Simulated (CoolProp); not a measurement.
Values from CoolProp's reference Helmholtz-energy equation of state, Lemmon 2006. It is a short technical equation, of lower accuracy than the large ones.

**Question.** Give the vapour pressure (bar), liquid density (kg/m³), vapour density (kg/m³), surface tension (mN/m) of saturated hydrogen sulfide at 294.5 K.

**Answer.** 
```json
[
 {"T (K)": "294.5", "p (bar)": "18.4", "liquid density (kg/m³)": "784", "vapour density (kg/m³)": "30.9", "surface tension (mN/m)": "12.0"}
]
```

Surface tension comes from a separate correlation (Mulero 2012).
